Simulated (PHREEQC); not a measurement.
A column of 0.2 m (40 cells, dispersivity 0.016 m, 300 s a shift, diffusion coefficient 3e-10 m²/s) holds 0.0015 eq of the database's cation exchanger X per kg of pore water, first in equilibrium with 0.54 mmol/kgw MgSO4, 0.37 mmol/kgw KBr and 0.01 mmol/kgw HCl. It is flushed with 0.00037 mol MgSO4, 0.0013 mol ZnSO4 and 1e-05 mol HCl per kg of water, at 15 °C. Values are for the last cell. The system is closed to CO2. Precipitation was switched off in this run.

Model: ion-association model, phreeqc.dat, run in PHREEQC.

```json
[
 {"pore volumes": "0", "Zn in solution (mol/kgw)": "0", "Br in solution (mol/kgw)": "0.000370", "K in solution (mol/kgw)": "0.000370", "S in solution (mol/kgw)": "0.000540"},
 {"pore volumes": "0.2125", "Zn in solution (mol/kgw)": "0", "Br in solution (mol/kgw)": "0.000370", "K in solution (mol/kgw)": "0.000370", "S in solution (mol/kgw)": "0.000540"},
 {"pore volumes": "0.3125", "Zn in solution (mol/kgw)": "5.06e-14", "Br in solution (mol/kgw)": "0.000370", "K in solution (mol/kgw)": "0.000370", "S in solution (mol/kgw)": "0.000541"},
 {"pore volumes": "0.5125", "Zn in solution (mol/kgw)": "9.80e-9", "Br in solution (mol/kgw)": "0.000349", "K in solution (mol/kgw)": "0.000370", "S in solution (mol/kgw)": "0.000604"},
 {"pore volumes": "0.6125", "Zn in solution (mol/kgw)": "2.99e-7", "Br in solution (mol/kgw)": "0.000320", "K in solution (mol/kgw)": "0.000361", "S in solution (mol/kgw)": "0.000694"},
 {"pore volumes": "0.8125", "Zn in solution (mol/kgw)": "1.81e-5", "Br in solution (mol/kgw)": "0.000236", "K in solution (mol/kgw)": "0.000306", "S in solution (mol/kgw)": "0.000950"},
 {"pore volumes": "0.9125", "Zn in solution (mol/kgw)": "5.95e-5", "Br in solution (mol/kgw)": "0.000192", "K in solution (mol/kgw)": "0.000265", "S in solution (mol/kgw)": "0.00108"},
 {"pore volumes": "1.113", "Zn in solution (mol/kgw)": "0.000252", "Br in solution (mol/kgw)": "0.000118", "K in solution (mol/kgw)": "0.000181", "S in solution (mol/kgw)": "0.00131"},
 {"pore volumes": "1.312", "Zn in solution (mol/kgw)": "0.000527", "Br in solution (mol/kgw)": "6.82e-5", "K in solution (mol/kgw)": "0.000114", "S in solution (mol/kgw)": "0.00146"},
 {"pore volumes": "1.413", "Zn in solution (mol/kgw)": "0.000661", "Br in solution (mol/kgw)": "5.09e-5", "K in solution (mol/kgw)": "8.80e-5", "S in solution (mol/kgw)": "0.00151"},
 {"pore volumes": "1.613", "Zn in solution (mol/kgw)": "0.000882", "Br in solution (mol/kgw)": "2.76e-5", "K in solution (mol/kgw)": "5.12e-5", "S in solution (mol/kgw)": "0.00159"},
 {"pore volumes": "1.712", "Zn in solution (mol/kgw)": "0.000968", "Br in solution (mol/kgw)": "2.01e-5", "K in solution (mol/kgw)": "3.86e-5", "S in solution (mol/kgw)": "0.00161"},
 {"pore volumes": "1.913", "Zn in solution (mol/kgw)": "0.00109", "Br in solution (mol/kgw)": "1.06e-5", "K in solution (mol/kgw)": "2.17e-5", "S in solution (mol/kgw)": "0.00164"},
 {"pore volumes": "2.112", "Zn in solution (mol/kgw)": "0.00117", "Br in solution (mol/kgw)": "5.47e-6", "K in solution (mol/kgw)": "1.20e-5", "S in solution (mol/kgw)": "0.00165"},
 {"pore volumes": "2.212", "Zn in solution (mol/kgw)": "0.00120", "Br in solution (mol/kgw)": "3.92e-6", "K in solution (mol/kgw)": "8.86e-6", "S in solution (mol/kgw)": "0.00166"},
 {"pore volumes": "2.413", "Zn in solution (mol/kgw)": "0.00124", "Br in solution (mol/kgw)": "2.00e-6", "K in solution (mol/kgw)": "4.83e-6", "S in solution (mol/kgw)": "0.00166"},
 {"pore volumes": "2.513", "Zn in solution (mol/kgw)": "0.00125", "Br in solution (mol/kgw)": "1.43e-6", "K in solution (mol/kgw)": "3.55e-6", "S in solution (mol/kgw)": "0.00167"},
 {"pore volumes": "2.712", "Zn in solution (mol/kgw)": "0.00127", "Br in solution (mol/kgw)": "7.25e-7", "K in solution (mol/kgw)": "1.92e-6", "S in solution (mol/kgw)": "0.00167"},
 {"pore volumes": "2.812", "Zn in solution (mol/kgw)": "0.00128", "Br in solution (mol/kgw)": "5.16e-7", "K in solution (mol/kgw)": "1.41e-6", "S in solution (mol/kgw)": "0.00167"},
 {"pore volumes": "3.013", "Zn in solution (mol/kgw)": "0.00129", "Br in solution (mol/kgw)": "2.60e-7", "K in solution (mol/kgw)": "7.58e-7", "S in solution (mol/kgw)": "0.00167"}
]
```

Complexes and solids missing from the database can't appear.
